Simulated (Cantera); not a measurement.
Cantera run:

```python
import numpy as np
import cantera as ct

gas_names = """
    CL CL2 H HCL H2 Si SiCL SiCL2 SiCL3 SiCL4 SiH SiHCL3 SiH2 SiH2CL2 SiH3 SiH3CL SiH4 Si2 Si3
""".split()
cond_names = """
    Si(cr) Si(L)
""".split()


# ... load() reads the species with a 1 bar reference pressure and builds the phases ...
atoms = {
    'Si3H8': {'Si': 3, 'H': 8},
    'HCl': {'H': 1, 'CL': 1},
    'H2': {'H': 2},
}
top_T = {}  # K; cautious upper limits of use, not melting points


# ... equilibrate(T, P, feed) seeds the gas with the atoms and calls Mixture.equilibrate('TP', solver="vcs", rtol=1e-11, max_steps=5000) ...
results = []
feed = {'Si3H8': 1, 'HCl': 4, 'H2': 330}  # mol
P = 2700  # Pa
for T in [800, 850, 900, 950, 1000, 1050, 1100, 1150, 1200, 1250, 1300, 1350]:
    mix = equilibrate(T, P, feed)
    results.append((T, P, feed, dict(zip(mix.species_names, mix.species_moles))))

top = {s: max(r[3][s] / sum(r[3][g] for g in gas_names) for r in results) for s in gas_names}
cols = sorted((s for s in top if top[s] > 0.0001), key=lambda s: -top[s])[:9]
seen = [c for c in cond_names if any(r[3].get(c, 0) > 1e-12 for r in results)]
print("log10 of partial pressures in bar; condensed amounts in mol")
print(f"{'T/K':>10s}" + "".join(f"{s[:9]:>10s}" for s in cols + seen))
for T, P, feed, n in results:
    ng = sum(n[g] for g in gas_names)
    print(f"{T:10.4g}" + "".join(f"{np.log10(max(n[s] / ng * P / 1e5, 1e-99)):10.3f}" for s in cols)
          + "".join(f"{n.get(c, 0):10.4g}" for c in seen))
```

Result:

```
log10 of partial pressures in bar; condensed amounts in mol
       T/K        H2       HCL     SiCL4    SiHCL3     SiCL2    Si(cr)
       800    -1.570    -4.462    -4.336    -4.488    -7.343     1.994
       850    -1.571    -4.201    -4.385    -4.534    -6.756     2.091
       900    -1.571    -3.981    -4.471    -4.608    -6.257     2.233
       950    -1.572    -3.801    -4.616    -4.725    -5.847     2.413
      1000    -1.573    -3.667    -4.855    -4.912    -5.532     2.604
      1050    -1.573    -3.583    -5.217    -5.191    -5.321     2.758
      1100    -1.573    -3.543    -5.690    -5.553    -5.203     2.843
      1150    -1.574    -3.528    -6.209    -5.948    -5.139     2.876
      1200    -1.574    -3.523    -6.720    -6.336    -5.099     2.885
      1250    -1.574    -3.522    -7.203    -6.703    -5.070     2.885
      1300    -1.574    -3.522    -7.652    -7.045    -5.045     2.883
      1350    -1.574    -3.523    -8.069    -7.362    -5.023     2.879
```

Cantera equilibrium calculation (NASA polynomials, part measured and part estimated; ideal gas, pure solids and liquids). The feed counts by its element totals alone. The tables' values for SiCl3 are old estimates; treat these amounts as uncertain.
